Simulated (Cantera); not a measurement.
## Equilibrium for tantalum, niobium, vanadium and zirconium in process gases: Zr + N2O + N2 + NH3

Input: 1 mol Zr, 0.28 mol N2O, 18 mol N2, 0.47 mol NH3, equilibrated at 2050 K and 27.0 Pa.

These are equilibrium values from Cantera (NASA tables, ideal gas, pure condensed phases), not measurements of a reactor. Candidate condensed phases: H2O, Zr, ZrN, ZrO2; 28 gas species. Mutual solubility and eutectic melting of coexisting phases are not modelled. ZrN: taken at fixed stoichiometry. Condensed phases not in the tables: solid solutions among these carbides, nitrides and lower oxides. Kinetics and transport are ignored.

| Item | Result |
|---|---|
| x(N2) | 0.952 |
| x(H2) | 0.0260 |
| x(H) | 0.0223 |
| x(ZrO) | 2.03e-5 |
| n(ZrN(s)) | 0.860 mol |
| n(ZrO2(tetragonal)) | 0.140 mol |
| gas amount | 19.00 mol |
| log10 activity of Zr(β) (absent) | -2.73 |
